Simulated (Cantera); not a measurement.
**Adiabatic ignition**

An adiabatic, constant-volume homogeneous reactor starts with 6.84 % C3H8, 18.0 % O2, 67.6 % N2, 7.52 % CO2, at 1625 K and 65000 Pa.

Model: GRI-Mech 3.0 (53 species, 325 reactions), integrated in Cantera. GRI-Mech 3.0 was tuned for natural gas; its chemistry of propane as a main component is partial and can be far from experiment.

| t (s) | T (K) | P (bar) | x C3H8 | x O2 | x CO2 | x HO2 | x H |
|---|---|---|---|---|---|---|---|
| 8.00e-6 | 1590 | 0.643 | 0.0587 | 0.176 | 0.0744 | 0.000203 | 8.32e-5 |
| 2.58e-5 | 1613 | 0.675 | 0.0315 | 0.158 | 0.0721 | 0.000419 | 0.000231 |
| 8.31e-5 | 2869 | 1.43 | <1e-12 | 0.000660 | 0.0432 | 4.95e-7 | 0.0156 |
| 0.000268 | 2817 | 1.41 | <1e-12 | 0.000959 | 0.0429 | 6.35e-7 | 0.0194 |
| 0.000863 | 2807 | 1.41 | <1e-12 | 0.000968 | 0.0427 | 6.31e-7 | 0.0197 |
| 0.00278 | 2803 | 1.40 | <1e-12 | 0.000937 | 0.0425 | 6.11e-7 | 0.0196 |
| 0.00896 | 2803 | 1.40 | <1e-12 | 0.000935 | 0.0425 | 6.10e-7 | 0.0196 |
| 0.0289 | 2803 | 1.40 | <1e-12 | 0.000935 | 0.0425 | 6.10e-7 | 0.0196 |
| 0.0931 | 2803 | 1.40 | <1e-12 | 0.000935 | 0.0425 | 6.10e-7 | 0.0196 |
| 0.300 | 2803 | 1.40 | <1e-12 | 0.000935 | 0.0425 | 6.10e-7 | 0.0196 |
x: mole fraction; the columns are a selection and need not sum to one.

```yaml
time_of_steepest_temperature_rise: 46.5 µs
temperature at 0.300 s: 2803 K
equilibrium_temperature: 2803 K
x(C3H8) at 0.300 s: <1e-12 (gas-phase equilibrium <1e-12)
x(O2) at 0.300 s: 0.000935 (gas-phase equilibrium 0.000935)
x(CO2) at 0.300 s: 0.0425 (gas-phase equilibrium 0.0425)
```
